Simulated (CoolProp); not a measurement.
Saturation properties of ethylene.

Computed with CoolProp (reference Helmholtz-energy equation of state, Smukala 2000).

```json
[
 {"T (°C)": "-93.75", "p (MPa)": "0.1763", "liquid cp (kJ/(kg K))": "2.440", "surface tension (mN/m)": "14.7"},
 {"T (°C)": "-86.95", "p (MPa)": "0.2473", "liquid cp (kJ/(kg K))": "2.462", "surface tension (mN/m)": "13.5"},
 {"T (°C)": "-80.25", "p (MPa)": "0.3366", "liquid cp (kJ/(kg K))": "2.490", "surface tension (mN/m)": "12.4"},
 {"T (°C)": "-73.55", "p (MPa)": "0.4481", "liquid cp (kJ/(kg K))": "2.526", "surface tension (mN/m)": "11.3"},
 {"T (°C)": "-66.75", "p (MPa)": "0.5870", "liquid cp (kJ/(kg K))": "2.572", "surface tension (mN/m)": "10.3"},
 {"T (°C)": "-60.05", "p (MPa)": "0.7527", "liquid cp (kJ/(kg K))": "2.628", "surface tension (mN/m)": "9.21"},
 {"T (°C)": "-53.25", "p (MPa)": "0.9534", "liquid cp (kJ/(kg K))": "2.699", "surface tension (mN/m)": "8.16"},
 {"T (°C)": "-46.55", "p (MPa)": "1.187", "liquid cp (kJ/(kg K))": "2.787", "surface tension (mN/m)": "7.15"},
 {"T (°C)": "-39.85", "p (MPa)": "1.459", "liquid cp (kJ/(kg K))": "2.898", "surface tension (mN/m)": "6.15"},
 {"T (°C)": "-33.05", "p (MPa)": "1.778", "liquid cp (kJ/(kg K))": "3.046", "surface tension (mN/m)": "5.17"},
 {"T (°C)": "-26.35", "p (MPa)": "2.139", "liquid cp (kJ/(kg K))": "3.242", "surface tension (mN/m)": "4.22"},
 {"T (°C)": "-19.55", "p (MPa)": "2.558", "liquid cp (kJ/(kg K))": "3.529", "surface tension (mN/m)": "3.29"},
 {"T (°C)": "-12.85", "p (MPa)": "3.026", "liquid cp (kJ/(kg K))": "3.971", "surface tension (mN/m)": "2.41"}
]
```

It boils at -103.8 °C under 1 atm.

Surface tension comes from a separate correlation (Mulero 2012).
